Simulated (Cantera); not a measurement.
Input: 1 mol SiH2Cl2, 0.78 mol NH3, held at 1998.15 K and 13.3 mbar.

These are equilibrium values from Cantera (NASA tables, ideal gas, pure condensed phases), not measurements of a reactor. Candidate condensed phases: NH4Cl, Si, Si3N4; 28 gas species. The tables' values for SiCl, SiCl3, SiN are old estimates; treat these amounts as uncertain. Gases not in the tables: Si2H6 and higher silanes. Rates play no part.

Base state: H2 0.502, HCl 0.192, SiCl2 0.177, N2 0.108, H 0.00985, Si 0.00320, SiCl 0.00300, Cl 0.00281 (mole fractions); condensed: Si(l).

Problem. What changes in the equilibrium state with this change: SiH2Cl2 replaced by trisilylamine?

Solution. 
```csv
species,before,after
H2,0.502,0.849
N2,0.108,0.134
H,0.00985,0.0128
HCl,0.192,0
SiCl2,0.177,0
Si,0.00320,0.00320
SiCl,0.00300,0
Cl,0.00281,0
SiCl3,0.00128,0
"Si(l), mol",0.335,2.98
```
The feed counts by its element totals alone. The tables' values for SiN are old estimates; treat these amounts as uncertain.
